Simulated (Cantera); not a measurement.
Charge: 1 mol SiH4, 0.97 mol HCl, 420 mol H2, at 54.0 mbar.

Cantera equilibrium calculation (NASA polynomials, part measured and part estimated; ideal gas, pure solids and liquids). Candidate condensed phases: Si; 19 gas species. Gases not in the tables: Si2H6 and higher silanes. Equilibrium is a limit: real reactors are often held back by kinetics, nucleation or transport.

### Question
Which condensed phases are stable at each of these points (T (°C)): 950, 1000, 1050, 1100, 1150, 1200, 1250, 1300, 1350, 1400, 1450, 1500?

### Answer
```
T (°C)  condensed phases  Si condensed (%)
------  ----------------  ----------------
950                Si(s)              99.4
1000               Si(s)              99.4
1050               Si(s)              99.4
1100               Si(s)              99.4
1150               Si(s)              99.3
1200               Si(s)              99.3
1250               Si(s)              99.2
1300               Si(s)              99.0
1350               Si(s)              98.8
1400               Si(s)              98.3
1450               Si(l)              97.4
1500               Si(l)              96.0
```

From 950 °C to 1400 °C the condensed part is Si(s). From 1450 °C to 1500 °C the condensed part is Si(l).
